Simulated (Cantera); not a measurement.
Cantera run, input and output.

```python
import numpy as np
import cantera as ct

gas = ct.Solution("gri30.yaml")
gas.TPX = 1200, 420000, {'CO': 0.0041, 'O2': 0.005, 'H2O': 0.0034, 'N2': 1}
reactor = ct.IdealGasConstPressureReactor(gas, energy="off", clone=False)
net = ct.ReactorNet([reactor])
net.rtol, net.atol = 1e-08, 1e-18
show = ['CO', 'O2', 'H2O', 'CO2', 'O']
times = np.geomspace(4e-06, 100, 9)

steps = ct.SolutionArray(gas, extra=["t"])
rows = []
print(f"{'t/s':>10s}{'T/K':>9s}{'P/Pa':>11s}" + "".join(f"{s:>11s}" for s in show))
for t in times:
    while net.time < t:
        t_next = net.step()
        steps.append(gas.state, t=t_next)
    rows.append([np.interp(t, steps.t, y) for y in (steps.T, steps.P, *steps(*show).X.T)])
    print(f"{t:10.3e}{rows[-1][0]:9.1f}{rows[-1][1]:11.4g}" + "".join(f"{x:11.3e}" for x in rows[-1][2:]))
rate = np.gradient(steps.T, steps.t)
print("integrator steps:", len(steps.t))
if steps.T.max() > steps.T[0] + 200:
    print(f"time of steepest temperature rise: {steps.t[rate.argmax()]:.4e} s")
gas.TPX = 1200, 420000, {'CO': 0.0041, 'O2': 0.005, 'H2O': 0.0034, 'N2': 1}
gas.equilibrate("TP")
print(f"equilibrium (TP): T = {gas.T:.1f} K  " + "  ".join(f"{s} {gas[s].X[0]:.3e}" for s in show))
```

It prints:

```
       t/s      T/K       P/Pa         CO         O2        H2O        CO2          O
 4.000e-06   1200.0    4.2e+05  4.049e-03  4.938e-03  3.358e-03  1.663e-11  1.649e-11
 3.364e-05   1200.0    4.2e+05  4.049e-03  4.938e-03  3.358e-03  1.457e-10  1.338e-10
 2.828e-04   1200.0    4.2e+05  4.049e-03  4.938e-03  3.358e-03  2.442e-09  1.197e-09
 2.378e-03   1200.0    4.2e+05  4.047e-03  4.936e-03  3.358e-03  2.831e-06  5.302e-07
 2.000e-02   1200.0    4.2e+05  1.420e-03  3.629e-03  3.343e-03  2.635e-03  6.023e-06
 1.682e-01   1200.0    4.2e+05  3.842e-05  2.938e-03  3.364e-03  4.019e-03  1.611e-07
 1.414e+00   1200.0    4.2e+05  1.932e-08  2.919e-03  3.365e-03  4.058e-03  4.512e-09
 1.189e+01   1200.0    4.2e+05  6.460e-10  2.919e-03  3.365e-03  4.058e-03  6.673e-10
 1.000e+02   1200.0    4.2e+05  6.435e-10  2.919e-03  3.365e-03  4.058e-03  6.650e-10
integrator steps: 1355
equilibrium (TP): T = 1200.0 K  CO 6.450e-10  O2 2.906e-03  H2O 3.365e-03  CO2 4.058e-03  O 6.636e-10
```

Model: GRI-Mech 3.0 (53 species, 325 reactions), integrated in Cantera.
